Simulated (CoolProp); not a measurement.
Properties of n-dodecane along the isobar 19.6 bar (Tc = 385.0 °C, pc = 18.18 bar, ω = 0.574).

The numbers come from the reference Helmholtz-energy equation of state, Lemmon 2004 in CoolProp. It is a short technical equation, of lower accuracy than the large ones.

```csv
T (°C),phase,Joule-Thomson coefficient (K/MPa),conductivity (mW/(m K))
81.15,liquid,-0.3709,123
101.55,liquid,___,119
122.05,liquid,-0.3209,___
142.45,liquid,-0.2927,111
162.85,liquid,-0.2613,107
183.35,liquid,-0.2255,___
203.75,liquid,-0.1840,99.0
224.25,liquid,-0.1340,95.2
244.65,liquid,-0.07231,91.4
265.05,liquid,0.007241,87.7
285.55,liquid,0.1155,84.0
305.95,liquid,0.2706,80.4
326.45,liquid,___,76.8
346.85,liquid,0.9561,73.3
```

**Question.** Fill in the missing entries.

**Answer.** 
- 101.55, Joule-Thomson coefficient (K/MPa): -0.3469
- 122.05, conductivity (mW/(m K)): 115
- 183.35, conductivity (mW/(m K)): 103
- 326.45, Joule-Thomson coefficient (K/MPa): 0.5154

Thermal conductivity comes from a separate model (Huber 2004).
